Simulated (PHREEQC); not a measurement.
A PHREEQC input (ion-association model, phreeqc.dat):

```
SOLUTION 1
  temp 25
  units mg/kgw
  pH 7.35
  pe 8.6
  Na 615
  K 37.7
  Ca 275
  Mg 50.9
  Cl 984 charge
  Li 0.1 charge
  S(6) 635 as SO4
  Alkalinity 387 as HCO3
  Cd 26.9
  F 0.159
END
USE solution 1
EQUILIBRIUM_PHASES 1
  Fluorite 0 0
  CO2(g) -2 10
END
```

It stops with these messages:

```
ERROR: Charge balance specified for more than one species.
ERROR: Program terminating due to input errors.
```

The fault: two constituents marked charge. The line should read `Cl 984` where the input has `Cl 984 charge / Li 0.1 charge`. With the mend the run ends at pH 7.51 and ionic strength 0.0553 mol/kgw.
